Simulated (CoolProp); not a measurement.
Vapour-liquid equilibrium of n-hexane (1) + dimethyl carbonate (2) at 35.85 °C; x and y are mole fractions of (1).

Computed with CoolProp (multi-fluid Helmholtz-energy mixture model, Thol 2019 and Zhou 2011; pair parameters Bell 2016).

```json
[
 {"x": "0.05", "bubble pressure, mixture model (bar)": "0.2028", "bubble pressure, Raoult's law (bar)": "0.1335", "y, mixture model": "0.415", "y, Raoult's law": "0.119"},
 {"x": "0.2", "bubble pressure, mixture model (bar)": "0.3056", "bubble pressure, Raoult's law (bar)": "0.1624", "y, mixture model": "0.645", "y, Raoult's law": "0.390"},
 {"x": "0.35", "bubble pressure, mixture model (bar)": "0.3309", "bubble pressure, Raoult's law (bar)": "0.1913", "y, mixture model": "0.688", "y, Raoult's law": "0.579"},
 {"x": "0.5", "bubble pressure, mixture model (bar)": "0.3386", "bubble pressure, Raoult's law (bar)": "0.2202", "y, mixture model": "0.706", "y, Raoult's law": "0.719"},
 {"x": "0.65", "bubble pressure, mixture model (bar)": "0.3438", "bubble pressure, Raoult's law (bar)": "0.2492", "y, mixture model": "0.729", "y, Raoult's law": "0.826"},
 {"x": "0.8", "bubble pressure, mixture model (bar)": "0.3456", "bubble pressure, Raoult's law (bar)": "0.2781", "y, mixture model": "0.781", "y, Raoult's law": "0.911"},
 {"x": "0.95", "bubble pressure, mixture model (bar)": "0.3306", "bubble pressure, Raoult's law (bar)": "0.3070", "y, mixture model": "0.914", "y, Raoult's law": "0.980"}
]
```

The largest gap from Raoult's law is +88.2 % in bubble pressure, at x = 0.2. y crosses x between x = 0.65 and 0.8: the model has an azeotrope there.

The pair parameters rest on a limited set of measurements; away from them the model extrapolates. With so large a gap from Raoult's law the liquid may split in two, which this calculation doesn't test in full.
